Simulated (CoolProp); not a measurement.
Vapour-liquid equilibrium of R22 (1) + R113 (2) at -23.45 °C; x and y are mole fractions of (1).

Computed with CoolProp (multi-fluid Helmholtz-energy mixture model, Kamei 1995 and Marx 1992; pair parameters Bell 2016).

Task: Give the bubble pressure and the first vapour's composition at x = 0.5, 0.65, 0.95. Is there an azeotrope?

Result: x = 0.5: 0.1274 MPa, y = 0.980; x = 0.65: 0.1530 MPa, y = 0.987; x = 0.95: 0.2039 MPa, y = 0.998. No azeotrope shows between x = 0.05 and 0.95.

The pair parameters rest on a limited set of measurements; away from them the model extrapolates.
